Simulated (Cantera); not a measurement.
An adiabatic, constant-volume homogeneous reactor starts with CH4 : CO : O2 : N2 = 1 : 1.1 : 2.32 : 17.4 (molar parts), equivalence ratio 1.1, at 1275 K and 420 Torr.

Detailed kinetics in Cantera: GRI-Mech 3.0 (53 species, 325 reactions).

Predict: time of steepest temperature rise; temperature at 0.800 s; equilibrium temperature; x(CO) at 0.800 s; x(O2) at 0.800 s; x(H2) at 0.800 s; x(H) at 0.800 s; x(HO2) at 0.800 s.


```json
{
 "time_of_steepest_temperature_rise": "52.9 ms",
 "temperature at 0.800 s": "2528 K",
 "equilibrium_temperature": "2528 K",
 "x(CO) at 0.800 s": "0.0333 (gas-phase equilibrium 0.0333)",
 "x(O2) at 0.800 s": "0.00596 (gas-phase equilibrium 0.00596)",
 "x(H2) at 0.800 s": "0.00681 (gas-phase equilibrium 0.00681)",
 "x(H) at 0.800 s": "0.00224 (gas-phase equilibrium 0.00224)",
 "x(HO2) at 0.800 s": "9.80e-7 (gas-phase equilibrium 9.80e-7)"
}
```
